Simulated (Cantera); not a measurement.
Input: 1 mol CuO, 1700 mol H2, 16 mol N2, equilibrated at 10.0 Torr.

Cantera equilibrium calculation (NASA polynomials, part measured and part estimated; ideal gas, pure solids and liquids). Candidate condensed phases: Cu, CuO, Cu(OH)2, Cu2O, H2O; 27 gas species. The numbers say what is thermodynamically allowed, not how fast it happens.

Problem. Which condensed phases are stable at each of these points (T (K)): 1375, 1425, 1475, 1525, 1575, 1625, 1675, 1725?

Solution. 
```csv
T (K),condensed phases,Cu condensed (%)
1375,Cu(l),89.4
1425,Cu(l),72.0
1475,Cu(l),30.9
1525,gas only,0.0
1575,gas only,0.0
1625,gas only,0.0
1675,gas only,0.0
1725,gas only,0.0
```

From 1375 K to 1475 K the condensed part is Cu(l). From 1525 K to 1725 K nothing is condensed.
